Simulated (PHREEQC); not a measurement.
Consider water at 25 °C with 0.089 mol/kgw HCl, 0.014 mol/kgw MnCl2 and 0.00032 mol/kgw KBr. Closed to the air; pH follows from the charge balance.

Model: Pitzer model, pitzer.dat, run in PHREEQC.

Each row changes one thing in this solution. No solid was allowed to form.

```csv
case,pH,SI of Sylvite (KCl)
as made,1.14,-5.56
MnCl2 replaced by BaCl2 at the same molality,1.15,-5.57
diluted 2-fold with water,1.43,-6.12
0.026 mol/kgw MgCl2 added,1.15,-5.44
KBr from 0.00032 to 0.00048 mol/kgw,1.14,-5.39
```
